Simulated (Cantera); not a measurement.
What does this Cantera script print?

```python
import numpy as np
import cantera as ct

gas_names = """
    H HO2 H2 H2O H2O2 Hg O OH O2 O3
""".split()
cond_names = """
    H2O(s) H2O(L) Hg(cr) Hg(L) HgO(s)
""".split()


# ... load() reads the species with a 1 bar reference pressure and builds the phases ...
atoms = {
    'HgO': {'Hg': 1, 'O': 1},
    'H2': {'H': 2},
}
top_T = {}  # K; cautious upper limits of use, not melting points


# ... equilibrate(T, P, feed) seeds the gas with the atoms and calls Mixture.equilibrate('TP', solver="vcs", rtol=1e-11, max_steps=5000) ...
results = []
T = 1073  # K
P = 1333.22  # Pa
for m in [1.1, 1.6, 2.5, 3.7, 5.6, 8.4, 13, 19, 28, 42, 64, 96]:
    feed = {'HgO': 1, 'H2': m}  # mol
    mix = equilibrate(T, P, feed)
    results.append((T, P, feed, dict(zip(mix.species_names, mix.species_moles))))

top = {s: max(r[3][s] / sum(r[3][g] for g in gas_names) for r in results) for s in gas_names}
cols = sorted((s for s in top if top[s] > 0.0001), key=lambda s: -top[s])[:7]
seen = [c for c in cond_names if any(r[3].get(c, 0) > 1e-12 for r in results)]
print("log10 of partial pressures in bar; condensed amounts in mol")
print(f"{'n(H2)':>10s}" + "".join(f"{s[:9]:>10s}" for s in cols + seen))
for T, P, feed, n in results:
    ng = sum(n[g] for g in gas_names)
    print(f"{feed['H2']:10.4g}" + "".join(f"{np.log10(max(n[s] / ng * P / 1e5, 1e-99)):10.3f}" for s in cols)
          + "".join(f"{n.get(c, 0):10.4g}" for c in seen))
```

Output:

```
log10 of partial pressures in bar; condensed amounts in mol
     n(H2)        H2        Hg       H2O
       1.1    -3.197    -2.197    -2.197
       1.6    -2.512    -2.290    -2.290
       2.5    -2.243    -2.419    -2.419
       3.7    -2.116    -2.547    -2.547
       5.6    -2.032    -2.695    -2.695
       8.4    -1.979    -2.848    -2.848
        13    -1.942    -3.021    -3.021
        19    -1.921    -3.176    -3.176
        28    -1.906    -3.337    -3.337
        42    -1.896    -3.509    -3.509
        64    -1.889    -3.688    -3.688
        96    -1.884    -3.862    -3.862
```

Cantera equilibrium calculation (NASA polynomials, part measured and part estimated; ideal gas, pure solids and liquids).
